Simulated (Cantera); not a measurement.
Input: 1 mol Si, 0.25 mol CO2, 82 mol H2, 0.013 mol O2, equilibrated at 2000 °C and 0.470 Pa.

These are equilibrium values from Cantera (NASA tables, ideal gas, pure condensed phases), not measurements of a reactor. Candidate condensed phases: C, C6H6, C7H8, C8H18, H2O, Si, SiC, SiO2; 123 gas species. Equilibrium is a limit: real reactors are often held back by kinetics, nucleation or transport.

Base state: H 0.934, H2 0.0581, Si 0.00464, SiO 0.00177, CO 0.00160 (mole fractions); condensed: gas only.

Task: What changes in the equilibrium state with this change: Si replaced by Si3N4?

Result: 
```tsv
species	before	after
H	0.934	0.912
H2	0.0581	0.0554
Si	0.00464	0.0170
N2	0	0.0125
CO	0.00160	0.00156
SiO	0.00177	0.00172
```
Further candidate phases: Si2N2O, Si3N4.
